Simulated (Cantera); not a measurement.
Transport properties of process gases

Gas mixture: C₂H₂ : H₂O : CH₃OH : N₂ = 0.69 : 0.26 : 0.73 : 0.69 (molar parts), at 20.0 Pa, frozen composition.

Cantera's kinetic-theory transport with the Lennard-Jones parameters of GRI-Mech 3.0, ideal gas; thermal conductivity in the mixture-averaged form. Polar gases are described roughly by these parameters.

```tsv
T (K)	ρ (kg/m³)	cp (J/kg/K)	μ (µPa s)	λ (mW/m/K)	Pr	D (cm²/s) OH	D (cm²/s) NH₃	D (cm²/s) CH₄
400	0.000166	1550	15.5	32.5	0.739	2330	1560	1620
500	0.000133	1695	18.9	42.7	0.749	3460	2410	2440
600	0.000111	1827	22.1	53.2	0.758	4750	3410	3370
700	9.48e-5	1944	25.0	63.7	0.764	6190	4560	4420
800	8.29e-5	2046	27.9	74.2	0.769	7780	5830	5580
900	7.37e-5	2138	30.6	84.5	0.773	9500	7220	6840
1000	6.63e-5	2228	33.1	94.8	0.779	11400	8730	8190
```
D: mixture-averaged diffusion coefficient of that species in the mixture.
